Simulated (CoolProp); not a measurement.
Computed with CoolProp (reference Helmholtz-energy equation of state, Wagner 2002).

Task: For water, give the phase and the density (kg/m³), cv (kJ/(kg K)), isothermal compressibility (1/MPa), expansivity (1/kK) at 603.8 K and 45700 kPa.

Result: 
- 603.8 K and 45700 kPa: liquid; density 721, cv 2.95, isothermal compressibility 0.00228, expansivity 2.47
